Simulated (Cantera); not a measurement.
A Cantera script and what it prints.

```python
import numpy as np
import cantera as ct

gas_names = """
    N NO NO2 NO3 N2 N2O O O2 O3 Pb PbO Pb2
""".split()
cond_names = """
    Pb(cr) Pb(L) PbO(rd) PbO(yw) PbO(L) PbO2(s) Pb3O4(s)
""".split()


def load(file, names, dense=False):
    # The tables refer to 1 bar. Condensed volumes are neglected.
    table = {s.name: s for s in ct.Species.list_from_file(file)}
    out = []
    for n in names:
        d = dict(table[n].input_data)
        d["thermo"] = dict(d["thermo"], **{"reference-pressure": 1e5})
        if dense:
            d["equation-of-state"] = {"model": "constant-volume", "density": "1e6 g/cm^3"}
        out.append(ct.Species.from_dict(d))
    return out


gas = ct.Solution(thermo="ideal-gas", species=load("nasa_gas.yaml", gas_names))
cond = {s.name: ct.Solution(thermo="fixed-stoichiometry", species=[s], name=s.name)
        for s in load("nasa_condensed.yaml", cond_names, dense=True)}
atoms = {
    'Pb': {'Pb': 1},
    'O2': {'O': 2},
    'N2': {'N': 2},
}
top_T = {'Pb3O4(s)': 820}  # K; cautious upper limits of use, not melting points


def equilibrate(T, P, feed):
    n = {}
    for name, mol in feed.items():
        for a, k in atoms[name].items():
            n[a] = n.get(a, 0.0) + k * mol
    gas.TPX = T, P, n
    mass = sum(n.values()) * gas.mean_molecular_weight
    gas.equilibrate("TP")
    valid = [c for c in cond.values() if c.min_temp <= T <= top_T.get(c.name, c.max_temp)]
    mix = ct.Mixture([(gas, mass / gas.mean_molecular_weight)] + [(c, 0.0) for c in valid])
    mix.T, mix.P = T, P
    mix.equilibrate("TP", solver="vcs", rtol=1e-11, max_steps=5000)
    return mix


results = []
feed = {'Pb': 1, 'O2': 1.3, 'N2': 0.39}  # mol
P = 100000  # Pa
for T in [598, 648, 698, 748, 798, 848, 898, 948]:
    mix = equilibrate(T, P, feed)
    results.append((T, P, feed, dict(zip(mix.species_names, mix.species_moles))))

top = {s: max(r[3][s] / sum(r[3][g] for g in gas_names) for r in results) for s in gas_names}
cols = sorted((s for s in top if top[s] > 0.001), key=lambda s: -top[s])[:5]
seen = [c for c in cond_names if any(r[3].get(c, 0) > 1e-12 for r in results)]
print("log10 of partial pressures in bar; condensed amounts in mol")
print(f"{'T/K':>10s}" + "".join(f"{s[:9]:>10s}" for s in cols + seen))
for T, P, feed, n in results:
    ng = sum(n[g] for g in gas_names)
    print(f"{T:10.4g}" + "".join(f"{np.log10(max(n[s] / ng * P / 1e5, 1e-99)):10.3f}" for s in cols)
          + "".join(f"{n.get(c, 0):10.4g}" for c in seen))
```

It prints:

```
log10 of partial pressures in bar; condensed amounts in mol
       T/K        O2        N2   PbO(rd)   PbO(yw)  Pb3O4(s)
       598    -0.208    -0.419         0         0    0.3333
       648    -0.208    -0.419         0         0    0.3333
       698    -0.172    -0.484         1         0         0
       748    -0.172    -0.484         1         0         0
       798    -0.172    -0.484         0         1         0
       848    -0.172    -0.484         0         1         0
       898    -0.172    -0.484         0         1         0
       948    -0.172    -0.484         0         1         0
```

Method: chemical equilibrium by Gibbs-energy minimisation in Cantera with the NASA 1993 tables (ideal gas, pure condensed phases).
